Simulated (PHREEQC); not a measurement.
Dissolve 1.4 mmol/kgw KH2PO4 and 9.3 mmol/kgw HF at 25 °C. Closed to the air; pH follows from the charge balance.

Equilibrium calculation in PHREEQC: ion-association model, phreeqc.dat.

```
quantity                   before    after
------------------------  -------  -------
pH                           2.69     2.94
ionic strength (mol/kgw)  0.00355  0.00261
HF (mol/kgw)              0.00679  0.00773
F- (mol/kgw)              0.00239  0.00147
HF2- (mol/kgw)            6.22e-5  4.79e-5
```

Question: Name the change that produced these shifts.
A. temperature from 25 to 85 °C
B. KH2PO4 from 0.0014 to 0.00014 mol/kgw
C. HF from 0.0093 to 0.093 mol/kgw
D. HF from 0.0093 to 0.00837 mol/kgw
E. KH2PO4 left out

Answer: A, temperature from 25 to 85 °C

This is a speciation only: nothing precipitates in the calculation. Away from 25 °C the constants follow the database's enthalpies or fits; those with neither stay at their 25 °C values.
